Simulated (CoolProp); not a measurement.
Properties of ammonia at several states.

Computed with CoolProp (reference Helmholtz-energy equation of state, Gao 2020).

```tsv
T (K)	p (MPa)	phase	Joule-Thomson coefficient (K/MPa)	expansivity (1/kK)	conductivity (mW/(m K))	Prandtl number	fugacity coefficient
554	0.0237	gas	4.228	1.807	61.8	0.826	0.9998
649.8	0.0301	gas	___	1.540	___	0.864	0.9998
654.8	0.0238	gas	2.668	1.528	75.0	___	0.9999
465.4	0.0961	gas	6.889	2.164	47.4	0.837	0.9981
225.4	4.28	liquid	-0.2019	1.676	___	1.97	0.01129
```

Task: Complete the blanks.

Result: 
- 649.8, Joule-Thomson coefficient (K/MPa): 2.724
- 649.8, conductivity (mW/(m K)): 74.5
- 654.8, Prandtl number: 0.868
- 225.4, conductivity (mW/(m K)): 719

Viscosity comes from a separate model (Fenghour 1995). Thermal conductivity comes from a separate model (Tufeu 1984).
